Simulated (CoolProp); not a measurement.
Values from CoolProp's reference Helmholtz-energy equation of state, Gao 2016.

### Question
For sulfur dioxide, give the phase and the density (kg/m³), cv (kJ/(kg K)) at 336.5 K and 35 MPa; 361.6 K and 35 MPa; 487.3 K and 35 MPa.

### Answer
- 336.5 K and 35 MPa: liquid; density 1340, cv 0.787
- 361.6 K and 35 MPa: liquid; density 1280, cv 0.776
- 487.3 K and 35 MPa: supercritical; density 913, cv 0.739
